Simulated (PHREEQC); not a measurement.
0.5 mol of Gypsum (CaSO4:2H2O) is brought to equilibrium with 1 kg of water, at several temperatures. Oxygen is held at 0.21 atm. The system is closed to CO2. Only these solids could form: Gypsum.

Model: ion-association model, phreeqc.dat, run in PHREEQC.

| T (°C) | dissolved Ca (mol/kgw) | dissolved S (mol/kgw) |
|---|---|---|
| 5 | 0.0136 | 0.0136 |
| 11 | 0.0142 | 0.0142 |
| 17 | 0.0146 | 0.0146 |
| 23 | 0.0150 | 0.0150 |
| 29 | 0.0152 | 0.0152 |
| 35 | 0.0154 | 0.0154 |
| 41 | 0.0154 | 0.0154 |
| 47 | 0.0153 | 0.0153 |
| 53 | 0.0152 | 0.0152 |
| 59 | 0.0149 | 0.0149 |
| 65 | 0.0146 | 0.0146 |
| 71 | 0.0142 | 0.0142 |
| 77 | 0.0138 | 0.0138 |
| 83 | 0.0133 | 0.0133 |
| 89 | 0.0128 | 0.0128 |
| 95 | 0.0123 | 0.0123 |

Constants without temperature data keep their 25 °C values here. Outside its range of stability a hydrate's values are those of a metastable solid.
